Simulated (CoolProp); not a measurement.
A Linde-Hampson liquefier for ethylene: isothermal reversible compression at 320 K from 1 atm to 40 MPa, throttling to 1 atm, return gas leaving the recuperator 2 K below the feed. Each further row changes one setting.

Computed with CoolProp (reference Helmholtz-energy equation of state, Smukala 2000).

```csv
case,liquid yield per pass,compression work (kJ/kg of gas)
as stated,?,468
high pressure 80 MPa,?,?
warm-end temperature 350 K,?,?
warm-end gap 7 K,?,468
```

Problem. What belongs in the gaps?

Solution. 
- as stated, liquid yield per pass: 0.425
- high pressure 80 MPa, liquid yield per pass: 0.382
- high pressure 80 MPa, compression work (kJ/kg of gas): 554
- warm-end temperature 350 K, liquid yield per pass: 0.359
- warm-end temperature 350 K, compression work (kJ/kg of gas): 539
- warm-end gap 7 K, liquid yield per pass: 0.418
